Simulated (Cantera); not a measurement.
A closed system holds: 1 mol Si₃N₄, 0.011 mol N₂O, 25 mol H₂, equilibrated at 752 °C and 1.00 bar.

Cantera equilibrium calculation (NASA polynomials, part measured and part estimated; ideal gas, pure solids and liquids). Candidate condensed phases: H₂O, Si, SiO₂, Si₂N₂O, Si₃N₄; 35 gas species. Mutual solubility and eutectic melting of coexisting phases are not modelled. Equilibrium is a limit: real reactors are often held back by kinetics, nucleation or transport.

Base state: H₂ 0.999, N₂ 0.000580, NH₃ 1.19e-5 (mole fractions); condensed: Si₂N₂O(s) + Si₃N₄(s).

Q: What changes in the equilibrium state with this change: 0.25 mol Cl₂ added?

A: 
```tsv
species	before	after
H₂	0.999	0.980
HCl	0	0.0198
N₂	0.000580	0.000581
NH₃	1.19e-5	1.16e-5
Si₂N₂O(s), mol	0.0110	0.0110
Si₃N₄(s), mol	0.993	0.993
```
Further candidate phases: NH₄Cl.

Q: What changes in the equilibrium state with this change: N₂O from 0.011 to 1.6 mol?

A: 
| species | before | after |
|---|---|---|
| H₂ | 0.999 | 0.921 |
| N₂ | 0.000580 | 0.0786 |
| NH₃ | 1.19e-5 | 0.000123 |
| H₂O | <1e-9 | 6.68e-5 |
| Si₂N₂O(s), mol | 0.0110 | 1.47 |
| Si₃N₄(s), mol | 0.993 | 0 |
| SiO₂(β-quartz), mol | 0 | 0.0655 |

Q: What changes in the equilibrium state with this change: Si₃N₄ replaced by SiC?

A: 
| species | before | after |
|---|---|---|
| H₂ | 0.999 | 0.999 |
| CH₄ | 0 | 0.000881 |
| N₂ | 0.000580 | <1e-9 |
| NH₃ | 1.19e-5 | <1e-9 |
| Si₂N₂O(s), mol | 0.0110 | 0.0110 |
| Si₃N₄(s), mol | 0.993 | 0 |
| SiC(s), mol | 0 | 0.978 |
Further candidate phases: C, C₆H₆, C₇H₈, C₈H₁₈, SiC.
